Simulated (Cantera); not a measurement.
A perfectly stirred reactor is fed with 1.69 % CO, 8.91 % O₂, 0.285 % H₂O, 89.1 % N₂, at 4.93 atm; it is held at 1523 K, and followed from long to short residence time.

Model: GRI-Mech 3.0 (53 species, 325 reactions), integrated in Cantera.

Predict: x(CO) at τ = 2.70 s; x(O₂) at τ = 2.70 s; x(H₂O) at τ = 2.70 s; x(N₂O) at τ = 2.70 s; x(HO₂) at τ = 2.70 s; x(CO) at τ = 24.0 ms; x(O₂) at τ = 24.0 ms; x(H₂O) at τ = 24.0 ms; x(N₂O) at τ = 24.0 ms; x(HO₂) at τ = 24.0 ms.


| Property | Value |
|---|---|
| x(CO) at τ = 2.70 s | 2.44e-5 |
| x(O₂) at τ = 2.70 s | 0.0813 |
| x(H₂O) at τ = 2.70 s | 0.00287 |
| x(N₂O) at τ = 2.70 s | 6.01e-7 |
| x(HO₂) at τ = 2.70 s | 1.29e-7 |
| x(CO) at τ = 24.0 ms | 0.000688 |
| x(O₂) at τ = 24.0 ms | 0.0816 |
| x(H₂O) at τ = 24.0 ms | 0.00284 |
| x(N₂O) at τ = 24.0 ms | 4.92e-6 |
| x(HO₂) at τ = 24.0 ms | 2.27e-6 |
